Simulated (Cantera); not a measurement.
Charge: 1 mol PbI₂, 7.4 mol H₂, 0.37 mol N₂, at 2200 K and 0.133 bar.

Equilibrium computed with Cantera from the NASA thermochemical tables; the gas is ideal and each condensed phase is pure. Candidate condensed phases: I₂, Pb, PbI₂; 17 gas species. Equilibrium is a limit: real reactors are often held back by kinetics, nucleation or transport.

Base state: H₂ 0.677, I 0.164, Pb 0.0887, N₂ 0.0346, HI 0.0185, H 0.0127, PbI 0.00481, PbI₂ 7.40e-5 (mole fractions); condensed: gas only.

Q: What changes in the equilibrium state with this change: temperature from 2200 K to 1373 K?

A: 
```tsv
species	before	after
H₂	0.677	0.800
PbI₂	7.40e-5	0.0672
N₂	0.0346	0.0408
I	0.164	0.0160
Pb	0.0887	0.00865
H	0.0127	8.16e-6
PbI	0.00481	0.0334
HI	0.0185	0.0325
PbI₄	<1e-9	0.00104
I₂	4.39e-5	7.13e-5
```
The tables' values for PbI₄ are old estimates; treat these amounts as uncertain.

Q: What changes in the equilibrium state with this change: pressure from 0.133 bar to 29.0 mbar?

A: 
| species | before | after |
|---|---|---|
| H₂ | 0.677 | 0.664 |
| I | 0.164 | 0.174 |
| Pb | 0.0887 | 0.0910 |
| H | 0.0127 | 0.0269 |
| HI | 0.0185 | 0.00908 |
| N₂ | 0.0346 | 0.0341 |
| PbI₂ | 7.40e-5 | 4.06e-6 |
| PbI | 0.00481 | 0.00114 |
| I₂ | 4.39e-5 | 1.08e-5 |
